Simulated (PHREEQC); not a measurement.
0.013 g of hydrous ferric oxide (600 m²/g; 0.2 weak and 0.005 strong sites per Fe, Dzombak-Morel constants, diffuse double layer) in 1 kg of water with 0.001 mol/kgw of an inert sodium salt and 4.9e-06 mol Ag2SO4, at 25 °C; the pH is set by adding NaOH or the inert anion's acid. Oxygen alone is held at its pressure in air (log pO2 = -0.68). No CO2 enters from the air. Nothing may precipitate in this run.

The series has 17 steps of pH, from 3 to 11.

Computed with PHREEQC (ion-association model, wateq4f.dat).

Question: Near which pH is half of the S sorbed, and on which side is more sorbed?

Answer: Near pH 5.8, with more sorbed at lower pH.

Question: Near which pH is half of the Ag sorbed, and on which side is more sorbed?

Answer: Near pH 10.0, with more sorbed at higher pH.

The oxide is taken as insoluble; below pH 4 it would dissolve.
